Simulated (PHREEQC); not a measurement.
Dissolve 0.00023 mol/kgw Sr(OH)2 at 25 °C. Closed to the air; pH follows from the charge balance.

Equilibrium calculation in PHREEQC: ion-association model, phreeqc.dat.

This is a speciation only: nothing precipitates in the calculation.

Question: Predict the pH.

Answer: pH 10.64.
